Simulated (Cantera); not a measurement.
What does this Cantera script print?

```python
import numpy as np
import cantera as ct

gas = ct.Solution("gri30.yaml")
gas.TPX = 323, 100000, {'CH3OH': 1, 'O2': 1.36, 'N2': 5.13}
flame = ct.FreeFlame(gas, width=0.04)
flame.set_refine_criteria(ratio=3, slope=0.08, curve=0.16)
flame.transport_model = "mixture-averaged"
flame.solve(loglevel=0, auto=True)
z, T = flame.grid, flame.T
thick = (T[-1] - T[0]) / np.gradient(T, z).max()
show = ['CH3OH', 'O2', 'CO2', 'C2H2', 'H2', 'HCO']
print(f"laminar burning velocity  {flame.velocity[0] * 100:.3f} cm/s")
print(f"burnt temperature         {T[-1]:.1f} K")
print(f"thermal thickness         {thick * 1e3:.4f} mm")
print(f"grid points               {len(z)}")
z0 = z[flame.heat_release_rate.argmax()]
print(f"{'z/mm':>9s}{'T/K':>9s}{'u/(m/s)':>9s}" + "".join(f"{s:>11s}" for s in show))
rows = []
for k in (-3, -2, -1.5, -1, -0.5, -0.25, 0, 0.25, 0.5, 1, 2, 4, 8):
    zz = z0 + k * thick
    rows.append([k * thick, np.interp(zz, z, T), np.interp(zz, z, flame.velocity),
                 *(np.interp(zz, z, flame.X[gas.species_index(s)]) for s in show)])
    print(f"{rows[-1][0] * 1e3:9.3f}{rows[-1][1]:9.1f}{rows[-1][2]:9.3f}" + "".join(f"{x:11.3e}" for x in rows[-1][3:]))
```

It prints:

```
laminar burning velocity  54.335 cm/s
burnt temperature         2227.5 K
thermal thickness         0.3030 mm
grid points               122
     z/mm      T/K  u/(m/s)      CH3OH         O2        CO2       C2H2         H2        HCO
   -0.909    323.1    0.544  1.334e-01  1.814e-01  8.007e-08  3.472e-12  1.176e-03  6.996e-24
   -0.606    324.7    0.548  1.329e-01  1.807e-01  3.696e-06  1.411e-10  4.197e-03  1.544e-19
   -0.455    331.0    0.561  1.323e-01  1.795e-01  2.345e-05  8.457e-10  7.993e-03  1.378e-17
   -0.303    388.7    0.667  1.286e-01  1.738e-01  3.408e-04  1.098e-08  1.618e-02  1.860e-14
   -0.152    784.6    1.398  9.728e-02  1.400e-01  5.069e-03  1.438e-07  2.918e-02  1.836e-08
   -0.076   1196.9    2.203  5.401e-02  1.023e-01  1.306e-02  3.559e-07  3.570e-02  1.155e-05
    0.000   1621.4    3.079  7.387e-03  6.083e-02  2.675e-02  7.016e-07  3.757e-02  2.434e-04
    0.076   1763.9    3.360  5.985e-05  3.632e-02  4.325e-02  3.387e-07  2.791e-02  2.233e-05
    0.152   1815.5    3.440  1.287e-07  2.396e-02  5.737e-02  3.423e-08  2.235e-02  4.497e-07
    0.303   1883.1    3.539  1.325e-10  1.584e-02  7.312e-02  1.642e-10  2.080e-02  1.435e-07
    0.606   1962.4    3.663  2.253e-14  1.173e-02  8.224e-02  1.949e-14  2.030e-02  8.738e-08
    1.212   2044.3    3.797  4.766e-16  8.622e-03  8.585e-02  1.637e-19  1.834e-02  5.051e-08
    2.424   2116.1    3.912  2.845e-16  5.766e-03  8.904e-02  7.850e-20  1.602e-02  2.710e-08
```

Detailed kinetics in Cantera: GRI-Mech 3.0 (53 species, 325 reactions). GRI-Mech 3.0 was tuned for natural gas; its chemistry of methanol as a main component is partial and can be far from experiment. Burning velocities carry a grid error of a few per cent, more on coarse grids.
